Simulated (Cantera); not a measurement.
Input: 1 mol Nb2O5, 69 mol H2, 6.4 mol H2O, held at 47.0 mbar.

Equilibrium computed with Cantera from the NASA thermochemical tables; the gas is ideal and each condensed phase is pure. Candidate condensed phases: H2O, Nb, NbO, NbO2, Nb2O5; 12 gas species. Condensed phases not in the tables: the oxides between NbO2 and Nb2O5. Rates play no part. All values below are at 1127 °C.

Base state: H2 0.915, H2O 0.0849, H 2.15e-5 (mole fractions); condensed: Nb2O5(s).

What changes in the equilibrium state with this change: Nb2O5 replaced by V2O3?


| species | before | after |
|---|---|---|
| H2 | 0.915 | 0.915 |
| H2O | 0.0849 | 0.0849 |
| H | 2.15e-5 | 2.15e-5 |
| Nb2O5(s), mol | 1.00 | 0 |
| V2O3(s), mol | 0 | 1.00 |
Condensed phases not in the tables: the oxides between V2O3 and V2O5 other than VO2. Further candidate phases: V, VO, V2O3, V2O4, V2O5.
